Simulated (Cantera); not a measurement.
A freely propagating, adiabatic, planar premixed flame of 7.30 % CH₄, 2.34 % C₂H₆, 0.234 % C₃H₈, 17.1 % O₂, 64.3 % N₂, 8.76 % H₂O, equivalence ratio 1.4, unburnt at 400 K and 0.330 bar; mixture-averaged transport, grid criteria slope 0.08 and curve 0.16, no radiation.

Detailed kinetics in Cantera: GRI-Mech 3.0 (53 species, 325 reactions). Burning velocities carry a grid error of a few per cent, more on coarse grids.

x: mole fraction of selected species; z is measured from the peak of heat release.

```csv
z (mm),T (K),u (m/s),x CH₄,x C₂H₆,x C₃H₈,x CH₂CO,x NO,x O
-5.42,400,0.345,0.0727,0.0233,0.00233,<1e-8,<1e-8,<1e-8
-3.61,404,0.350,0.0721,0.0232,0.00232,9.00e-8,<1e-8,<1e-8
-2.71,420,0.366,0.0710,0.0229,0.00230,8.72e-7,1.27e-8,<1e-8
-1.81,…,0.466,0.0660,0.0219,0.00224,1.43e-5,1.59e-7,<1e-8
-0.904,…,0.888,0.0462,0.0145,0.00156,0.000199,2.45e-6,1.30e-6
-0.452,…,1.24,0.0279,0.00589,0.000513,0.000485,5.37e-6,2.45e-5
0,…,1.56,0.00906,0.000411,8.35e-6,0.000337,9.87e-6,0.000137
0.452,1812,1.71,0.00143,6.08e-6,<1e-8,4.70e-5,1.70e-5,0.000192
0.904,1856,1.75,0.000202,1.34e-7,<1e-8,6.67e-6,2.45e-5,0.000156
1.81,1875,1.76,7.98e-6,<1e-8,<1e-8,5.67e-7,3.44e-5,0.000114
3.61,1884,1.76,1.50e-7,<1e-8,<1e-8,1.66e-8,4.33e-5,8.63e-5
7.23,1894,1.77,<1e-8,<1e-8,<1e-8,<1e-8,4.86e-5,5.77e-5
14.5,1906,1.78,<1e-8,<1e-8,<1e-8,<1e-8,5.05e-5,3.08e-5
```

Question: What belongs in the gaps?

Answer: 
- -1.81, T (K): 526
- -0.904, T (K): 974
- -0.452, T (K): 1340
- 0, T (K): 1661
